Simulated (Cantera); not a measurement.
Input: 1 mol SiCl₄, 14 mol N₂O, 8.2 mol N₂, equilibrated at 1250 °C and 10.0 mbar.

These are equilibrium values from Cantera (NASA tables, ideal gas, pure condensed phases), not measurements of a reactor. Candidate condensed phases: Si, SiO₂, Si₂N₂O, Si₃N₄; 23 gas species. The tables hold silica as quartz up to 1696 K and as liquid above; real silica turns to tridymite and cristobalite and melts near 1996 K. Kinetics and transport are ignored.

Base state: N₂ 0.701, O₂ 0.189, Cl 0.0908, Cl₂ 0.0178, NO 0.00122, ClO 9.43e-5, O 2.40e-5 (mole fractions); condensed: SiO₂(β-quartz).

What changes in the equilibrium state with this change: 0.016 mol H₂ added?


| species | before | after |
|---|---|---|
| N₂ | 0.701 | 0.701 |
| O₂ | 0.189 | 0.189 |
| Cl | 0.0908 | 0.0902 |
| HCl | 0 | 0.00101 |
| Cl₂ | 0.0178 | 0.0175 |
| ClO | 9.43e-5 | 9.37e-5 |
| NO | 0.00122 | 0.00122 |
| O | 2.40e-5 | 2.40e-5 |
| SiO₂(β-quartz), mol | 1.00 | 1.00 |
Further candidate phases: H₂O, NH₄Cl.
